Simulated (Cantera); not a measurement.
Input: 1 mol SiH4, 0.03 mol C3H8, 43 mol H2, equilibrated at 8.10 mbar.

These are equilibrium values from Cantera (NASA tables, ideal gas, pure condensed phases), not measurements of a reactor. Candidate condensed phases: C, C6H6, C7H8, C8H18, Si, SiC; 87 gas species. Mutual solubility and eutectic melting of coexisting phases are not modelled. Gases not in the tables: Si2H6 and higher silanes. Rates play no part.

**Question.** What share of the Si ends up in condensed phases as a function of T (°C), at 1452, 1527, 1602, 1677, 1752, 1827, 1902, 1977, 2052?

**Answer.** 
```tsv
T (°C)	Si condensed (%)	as
1452	99.3	Si(l) + SiC(s)
1527	97.8	Si(l) + SiC(s)
1602	94.0	Si(l) + SiC(s)
1677	84.4	Si(l) + SiC(s)
1752	61.6	Si(l) + SiC(s)
1827	9.6	Si(l) + SiC(s)
1902	3.2	SiC(s)
1977	0.0	-
2052	0.0	-
```
